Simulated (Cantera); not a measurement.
A closed system holds: 1 mol PbO, 1.6 mol CO, 87 mol N₂, at 1 atm.

These are equilibrium values from Cantera (NASA tables, ideal gas, pure condensed phases), not measurements of a reactor. Candidate condensed phases: C, Pb, PbO, PbO₂, Pb₃O₄; 27 gas species. The numbers say what is thermodynamically allowed, not how fast it happens.

Q: Which condensed phases are stable at each of these points (T (K)): 1123, 1173, 1223, 1273, 1323, 1373, 1423, 1473?

A: 
```
T (K)  condensed phases  Pb condensed (%)
-----  ----------------  ----------------
1123              Pb(l)              98.4
1173              Pb(l)              96.3
1223              Pb(l)              92.1
1273              Pb(l)              83.9
1323              Pb(l)              69.1
1373              Pb(l)              43.5
1423              Pb(l)               0.8
1473           gas only               0.0
```

From 1123 K to 1423 K the condensed part is Pb(l). At 1473 K nothing is condensed.
